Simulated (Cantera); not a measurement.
Pyrogenic steam for wet oxidation

An isothermal, constant-pressure homogeneous reactor starts with 17.9 % H₂, 10.5 % O₂, 71.6 % N₂, equivalence ratio 0.85, at 848 K and 0.128 atm.

Detailed kinetics in Cantera: the H2/O2 subset of GRI-Mech 3.0, which has no nitrogen chemistry. Radical loss at walls, strong at low pressure, is not modelled. Below about 950 K walls govern HO2 and H2O2 in real vessels. The temperature is held fixed by assumption; the heat of reaction is taken as removed at once.

```json
[
 {"t (s)": "0.000500", "x H₂": "0.179", "x O₂": "0.105", "x H": "9.38e-12", "x HO₂": "1.11e-11", "x O": "<1e-12"},
 {"t (s)": "0.00162", "x H₂": "0.179", "x O₂": "0.105", "x H": "1.21e-10", "x HO₂": "1.45e-10", "x O": "1.01e-11"},
 {"t (s)": "0.00522", "x H₂": "0.179", "x O₂": "0.105", "x H": "1.19e-7", "x HO₂": "1.42e-7", "x O": "1.00e-8"},
 {"t (s)": "0.0169", "x H₂": "0.0219", "x O₂": "0.0282", "x H": "0.000870", "x HO₂": "9.75e-6", "x O": "0.000111"},
 {"t (s)": "0.0545", "x H₂": "0.00852", "x O₂": "0.0215", "x H": "2.41e-5", "x HO₂": "7.33e-6", "x O": "6.99e-6"},
 {"t (s)": "0.176", "x H₂": "0.00683", "x O₂": "0.0207", "x H": "5.30e-7", "x HO₂": "6.18e-6", "x O": "1.89e-7"},
 {"t (s)": "0.568", "x H₂": "0.00677", "x O₂": "0.0207", "x H": "5.13e-8", "x HO₂": "3.51e-6", "x O": "1.87e-8"},
 {"t (s)": "1.84", "x H₂": "0.00651", "x O₂": "0.0205", "x H": "1.28e-7", "x HO₂": "4.68e-6", "x O": "4.60e-8"},
 {"t (s)": "5.93", "x H₂": "0.00521", "x O₂": "0.0199", "x H": "1.33e-7", "x HO₂": "4.64e-6", "x O": "5.41e-8"},
 {"t (s)": "19.2", "x H₂": "0.00258", "x O₂": "0.0186", "x H": "6.71e-8", "x HO₂": "3.57e-6", "x O": "4.00e-8"},
 {"t (s)": "61.9", "x H₂": "0.000355", "x O₂": "0.0175", "x H": "8.82e-9", "x HO₂": "1.49e-6", "x O": "1.14e-8"},
 {"t (s)": "200", "x H₂": "2.28e-5", "x O₂": "0.0174", "x H": "1.44e-10", "x HO₂": "1.95e-7", "x O": "2.76e-10"}
]
```
x: mole fraction; the columns are a selection and need not sum to one.

Equilibrium at this temperature and pressure: H₂ 1.76e-12, O₂ 0.0173, H <1e-12, HO₂ 6.87e-12, O <1e-12 (gas phase only).
